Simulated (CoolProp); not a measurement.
Vapour-liquid equilibrium of propane (1) + R152A (2) at 0.282 MPa; x and y are mole fractions of (1).

Values from CoolProp's multi-fluid Helmholtz-energy mixture model, Lemmon 2009 and Outcalt 1996; pair parameters Bell 2016.

```tsv
x	bubble temperature, mixture model (°C)	bubble temperature, Raoult's law (°C)	y, mixture model	y, Raoult's law
0.05	-3.9	0.8	0.212	0.086
0.15	-11.1	-1.3	0.443	0.242
0.25	-14.9	-3.4	0.553	0.379
0.35	-16.9	-5.3	0.612	0.499
0.45	-18.0	-7.1	0.649	0.605
0.55	-18.7	-8.9	0.678	0.698
0.65	-19.0	-10.6	0.707	0.780
0.75	-19.2	-12.2	0.744	0.853
0.85	-18.8	-13.8	0.803	0.917
0.95	-17.5	-15.3	0.909	0.974
```

The largest gap from Raoult's law is -11.6 K in bubble temperature, at x = 0.35. y crosses x between x = 0.65 and 0.75: the model has an azeotrope there.

The pair parameters rest on a limited set of measurements; away from them the model extrapolates.
